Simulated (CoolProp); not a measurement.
Vapour-liquid equilibrium of CH2F2 (R32) (1) + R123 (2) at 501 kPa; x and y are mole fractions of (1).

Computed with CoolProp (multi-fluid Helmholtz-energy mixture model, Tillner-Roth 1997 and Younglove 1994; pair parameters Bell 2016).

### Question
Give the bubble temperature and the first vapour's composition at x = 0.2, 0.35, 0.8. Is there an azeotrope?

### Answer
x = 0.2: 28.5 °C, y = 0.806; x = 0.35: 11.3 °C, y = 0.912; x = 0.8: -8.6 °C, y = 0.983. No azeotrope shows between x = 0.05 and 0.95.

Pair parameters are fitted to limited data, so mixtures are less certain than the pure fluids. The gap from Raoult's law changes sign with composition, which may be real or a fault of the pair parameters; it wasn't checked against measurements.
